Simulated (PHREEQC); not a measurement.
Consider water at 25 °C with 0.09 mol/kgw NiSO4, 0.023 mol/kgw CaCl2, 0.17 mol/kgw H2SO4 and 0.27 mol/kgw CsOH. Closed to the air; pH follows from the charge balance.

Equilibrium calculation in PHREEQC: ion-association model, wateq4f.dat.

Question: The ionic strength comes out as 0.571 mol/kgw. What activity coefficients do Ni(SO4)2-2, SO4-2, Ca+2, Cs+, Ni+2 get?

Answer: Ni(SO4)2-2 0.30, SO4-2 0.19, Ca+2 0.25, Cs+ 0.74, Ni+2 0.30.

No solid was allowed to form. Examples of supersaturated solids here: Gypsum. Others may be too. Species that the database lacks are ignored.
